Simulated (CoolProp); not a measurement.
Saturation properties of n-perfluoropentane.

Values from CoolProp's reference Helmholtz-energy equation of state, Gao 2022.

```tsv
T (K)	p (MPa)	liquid density (kg/m³)	vapour density (kg/m³)	enthalpy of vaporisation (kJ/kg)	liquid cp (kJ/(kg K))
204.3	0.0002870	1884	0.04869	115.5	0.8714
213.2	0.0006457	1859	0.1050	113.4	0.8863
222.2	0.001354	1833	0.2115	111.3	0.9021
231.1	0.002629	1807	0.3954	109.2	0.9182
240	0.004809	1782	0.6979	107.0	0.9348
249	0.008392	1756	1.178	104.9	0.9518
257.9	0.01389	1730	1.890	102.7	0.9690
266.8	0.02206	1703	2.917	100.4	0.9862
```

It boils at 302.5 K under 1 atm.
